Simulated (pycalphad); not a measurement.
Phase fractions of Cu-39.6Si (at.%)

Computed with pycalphad from the COST 507 light-alloy database (1999), at 1 atm. The database dates from 1999; later assessments differ in places, in temperatures and in the compounds included. Amounts are mole fractions of atoms. Kinetics are ignored, which matters at the lower temperatures.

```
T (K)  liquid  diamond (Si)  CU19SI6_ETA
-----  ------  ------------  -----------
1300    1.000             -            -
1225      [?]           [?]            -
1150    0.921         0.079            -
1075    0.872         0.128            -
1000        -         0.205        0.795
925         -         0.205        0.795
850         -         0.205        0.795
775         -         0.205        0.795
700         -         0.205        0.795
625         -         0.205        0.795
550         -         0.205        0.795
```

Complete the blanks.


- 1225, liquid: 0.995
- 1225, diamond (Si): 0.005

Database names, with the compositions (at.%) that they take in these runs: CU19SI6_ETA: Cu 76 Si 24.
